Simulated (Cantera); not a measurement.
Charge: 1 mol Si, 0.44 mol O2, 6.6 mol H2, equilibrated at 1 atm.

Cantera equilibrium calculation (NASA polynomials, part measured and part estimated; ideal gas, pure solids and liquids). Candidate condensed phases: H2O, Si, SiO2; 18 gas species. Each liquid is taken as pure. Mutual solubility and eutectic melting of coexisting phases are not modelled. The tables hold silica as quartz up to 1696 K and as liquid above; real silica turns to tridymite and cristobalite and melts near 1996 K. Gases not in the tables: Si2H6 and higher silanes. The numbers say what is thermodynamically allowed, not how fast it happens.

x: gas mole fraction; n: condensed amount in mol.

```tsv
T (K)	x H2	x SiO	x H	x SiH2	x Si	x H2O	x SiH	n Si(s)	n SiO2(β-quartz)	n Si(l)	n SiO2(condensed)
1450	1.000	0.000199	9.39e-6	7.69e-7	3.04e-9	1.90e-6	1.21e-8	0.559	0.439	0	0
1500	0.999	0.000511	1.75e-5	1.50e-6	1.04e-8	3.31e-6	3.35e-8	0.558	0.438	0	0
1550	0.999	0.00123	3.13e-5	2.79e-6	3.28e-8	5.55e-6	8.67e-8	0.556	0.436	0	0
1600	0.997	0.00281	5.39e-5	4.99e-6	9.62e-8	8.99e-6	2.11e-7	0.551	0.431	0	0
1650	0.994	0.00608	9.00e-5	8.60e-6	2.64e-7	1.41e-5	4.85e-7	0.540	0.420	0	0
1700	0.987	[?]	[?]	[?]	[?]	[?]	[?]	0	0	0.519	[?]
1750	0.977	0.0231	0.000228	2.03e-5	1.48e-6	3.35e-5	1.95e-6	0	0	0.482	0.362
1800	0.958	0.0416	0.000348	2.87e-5	3.13e-6	4.99e-5	3.52e-6	0	0	0.417	0.297
1850	0.927	0.0723	0.000515	3.91e-5	6.36e-6	7.16e-5	6.12e-6	0	0	0.303	0.183
1900	0.882	0.118	0.000740	5.14e-5	1.24e-5	9.54e-5	1.02e-5	0	0	0.120	0
1950	0.881	0.118	[?]	[?]	[?]	[?]	[?]	0	0	0.120	0
2000	0.881	0.117	0.00152	9.35e-5	4.30e-5	7.24e-5	2.75e-5	0	0	0.119	0
2050	0.880	0.117	0.00211	0.000123	7.63e-5	6.37e-5	4.36e-5	0	0	0.119	0
2100	0.879	0.117	0.00290	0.000160	0.000132	5.64e-5	6.74e-5	0	0	0.118	0
```

Task: Fill in the missing entries.

Result: 
- 1950, x H: 0.00107
- 1950, x SiH2: 6.99e-5
- 1950, x Si: 2.35e-5
- 1950, x H2O: 8.28e-5
- 1950, x SiH: 1.70e-5
- 1700, x SiO: 0.0124
- 1700, x H: 0.000145
- 1700, x SiH2: 1.40e-5
- 1700, x Si: 6.70e-7
- 1700, x H2O: 2.17e-5
- 1700, x SiH: 1.04e-6
- 1700, n SiO2(condensed): 0.398
